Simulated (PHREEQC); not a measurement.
Dissolve 2.7 mmol/kgw NaBr and 1.7 mmol/kgw Na2SO4 at 25 °C. Closed to the air; pH follows from the charge balance.

Model: Pitzer model, pitzer.dat, run in PHREEQC.

Each row changes one thing in this solution. No solid was allowed to form.

| case | pH | HSO4- (mol/kgw) | SI of Mirabilite (Na2SO4:10H2O) | SI of Thenardite (Na2SO4) |
|---|---|---|---|---|
| as made | 7.02 | 1.16e-8 | -6.21 | -7.14 |
| temperature from 25 to 45 °C | 6.74 | 3.94e-8 | -6.95 | -7.06 |
| diluted 5-fold with water | 7.00 | 2.81e-9 | -8.17 | -9.11 |
| temperature from 25 to 20 °C | 7.10 | 8.40e-9 | -5.98 | -7.17 |
| temperature from 25 to 15 °C | 7.19 | 6.02e-9 | -5.74 | -7.19 |
| diluted 10-fold with water | 7.00 | 1.47e-9 | -9.04 | -9.98 |
| 0.00026 mol/kgw CO2 added | 5.01 | 1.20e-6 | -6.21 | -7.15 |
| NaBr from 0.0027 to 0.00297 mol/kgw | 7.02 | 1.16e-8 | -6.17 | -7.11 |

Complexes and solids missing from the database can't appear. Constants without temperature data keep their 25 °C values here.
